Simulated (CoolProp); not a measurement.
A Linde-Hampson liquefier for ethane: isothermal reversible compression at 320 K from 1 atm to 10 MPa, throttling to 1 atm, return gas leaving the recuperator 5 K below the feed. Each further row changes one setting.

Model: reference Helmholtz-energy equation of state, Bücker 2006, in CoolProp.

```csv
case,liquid yield per pass,compression work (kJ/kg of gas)
as stated,?,338
high pressure 20 MPa,?,?
warm-end temperature 350 K,?,?
warm-end gap 10 K,?,338
```

### Question
Complete the blanks.

### Answer

- as stated, liquid yield per pass: 0.426
- high pressure 20 MPa, liquid yield per pass: 0.458
- high pressure 20 MPa, compression work (kJ/kg of gas): 366
- warm-end temperature 350 K, liquid yield per pass: 0.279
- warm-end temperature 350 K, compression work (kJ/kg of gas): 395
- warm-end gap 10 K, liquid yield per pass: 0.418
